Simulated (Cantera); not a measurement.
Mixture: H2 : O2 : N2 : H2O = 1 : 0.385 : 1.45 : 0.072 (molar parts), equivalence ratio 1.3, at 4.93 atm, adiabatic and at constant pressure. Ignition delay is the time to a rise of 400 K.

Model: GRI-Mech 3.0 (53 species, 325 reactions), integrated in Cantera. The hydrogen kinetics of GRI-Mech 3.0 are dated; newer H2 mechanisms differ, most at raised pressure. Where the delays flatten at high temperature, the 400 K rule measures the pace of heat release, not the induction time.

### Question
Predict: delay at 1025 K; delay at 1225 K; delay at 1425 K; delay at 1625 K; delay at 1825 K.

### Answer
- delay at 1025 K = 5.86 ms
- delay at 1225 K = 15.8 µs
- delay at 1425 K = 3.94 µs
- delay at 1625 K = 2.10 µs
- delay at 1825 K = 1.50 µs
